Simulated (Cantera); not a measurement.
A Cantera script and what it prints.

```python
import numpy as np
import cantera as ct

gas_names = """
    B BH BH2 BH3 BN BO BO2 B2 B2O B2O2 B2O3 B3O3H3 H HBO HBO2 HNO HNO2 HNO3 HO2 H2 H2O H2O2 H3B3O6 N NH
    NH2 NH3 NH2OH NO NO2 NO3 N2 N2H2 N2H4 N2O O OH O2 O3
""".split()
cond_names = """
    B(b) B(L) BN(s) B2O3(L) B3O3H3(cr) H2O(s) H2O(L)
""".split()


def load(file, names, dense=False):
    # The tables refer to 1 bar. Condensed volumes are neglected.
    table = {s.name: s for s in ct.Species.list_from_file(file)}
    out = []
    for n in names:
        d = dict(table[n].input_data)
        d["thermo"] = dict(d["thermo"], **{"reference-pressure": 1e5})
        if dense:
            d["equation-of-state"] = {"model": "constant-volume", "density": "1e6 g/cm^3"}
        out.append(ct.Species.from_dict(d))
    return out


gas = ct.Solution(thermo="ideal-gas", species=load("nasa_gas.yaml", gas_names))
cond = {s.name: ct.Solution(thermo="fixed-stoichiometry", species=[s], name=s.name)
        for s in load("nasa_condensed.yaml", cond_names, dense=True)}
atoms = {
    'borazine': {'B': 3, 'N': 3, 'H': 6},
    'O2': {'O': 2},
}
top_T = {'BN(s)': 3200}  # K; cautious upper limits of use, not melting points


def equilibrate(T, P, feed):
    n = {}
    for name, mol in feed.items():
        for a, k in atoms[name].items():
            n[a] = n.get(a, 0.0) + k * mol
    gas.TPX = T, P, n
    mass = sum(n.values()) * gas.mean_molecular_weight
    gas.equilibrate("TP")
    valid = [c for c in cond.values() if c.min_temp <= T <= top_T.get(c.name, c.max_temp)]
    mix = ct.Mixture([(gas, mass / gas.mean_molecular_weight)] + [(c, 0.0) for c in valid])
    mix.T, mix.P = T, P
    mix.equilibrate("TP", solver="vcs", rtol=1e-11, max_steps=5000)
    return mix


results = []
feed = {'borazine': 1, 'O2': 0.12}  # mol
P = 90000  # Pa
for T in [1100, 1200, 1300, 1400, 1500, 1600, 1700, 1800]:
    mix = equilibrate(T, P, feed)
    results.append((T, P, feed, dict(zip(mix.species_names, mix.species_moles))))

top = {s: max(r[3][s] / sum(r[3][g] for g in gas_names) for r in results) for s in gas_names}
cols = sorted((s for s in top if top[s] > 0.0001), key=lambda s: -top[s])[:9]
seen = [c for c in cond_names if any(r[3].get(c, 0) > 1e-12 for r in results)]
print("log10 of partial pressures in bar; condensed amounts in mol")
print(f"{'T/K':>10s}" + "".join(f"{s[:9]:>10s}" for s in cols + seen))
for T, P, feed, n in results:
    ng = sum(n[g] for g in gas_names)
    print(f"{T:10.4g}" + "".join(f"{np.log10(max(n[s] / ng * P / 1e5, 1e-99)):10.3f}" for s in cols)
          + "".join(f"{n.get(c, 0):10.4g}" for c in seen))
```

Result:

```
log10 of partial pressures in bar; condensed amounts in mol
       T/K        H2        N2       HBO      HBO2      B2O3       H2O      B2O2         H     BN(s)   B2O3(L)
      1100    -0.058    -1.646    -7.238    -5.077    -9.592    -2.637   -12.896    -7.616     2.845   0.07734
      1200    -0.058    -1.645    -6.087    -4.408    -8.036    -2.656   -10.798    -6.734     2.845   0.07739
      1300    -0.058    -1.645    -5.118    -3.850    -6.730    -2.676    -9.033    -5.985     2.845   0.07726
      1400    -0.058    -1.645    -4.291    -3.377    -5.619    -2.696    -7.526    -5.342     2.845   0.07667
      1500    -0.058    -1.646    -3.579    -2.973    -4.664    -2.716    -6.227    -4.784     2.845   0.07499
      1600    -0.060    -1.647    -2.958    -2.624    -3.834    -2.736    -5.095    -4.294     2.846   0.07066
      1700    -0.062    -1.647    -2.415    -2.321    -3.107    -2.756    -4.102    -3.863     2.845   0.05964
      1800    -0.070    -1.636    -1.938    -2.055    -2.465    -2.777    -3.226    -3.481     2.839   0.03062
```

Method: chemical equilibrium by Gibbs-energy minimisation in Cantera with the NASA 1993 tables (ideal gas, pure condensed phases). The feed counts by its element totals alone. Mutual solubility and eutectic melting of coexisting phases are not modelled. Gases not in the tables: H3BO3.
